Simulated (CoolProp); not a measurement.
Vapour-liquid equilibrium of fluoroethane (R161) (1) + R134a (2) at 16.8 kPa; x and y are mole fractions of (1).

Computed with CoolProp (multi-fluid Helmholtz-energy mixture model, Wu 2012 and Tillner-Roth 1994; pair parameters Bell 2016).

Task: Give the bubble temperature and the first vapour's composition at x = 0.2, 0.575, 0.95. Is there an azeotrope?

Result: x = 0.2: 211.7 K, y = 0.314; x = 0.575: 207.3 K, y = 0.741; x = 0.95: 203.2 K, y = 0.979. No azeotrope shows between x = 0.05 and 0.95.

Pair parameters are fitted to limited data, so mixtures are less certain than the pure fluids.
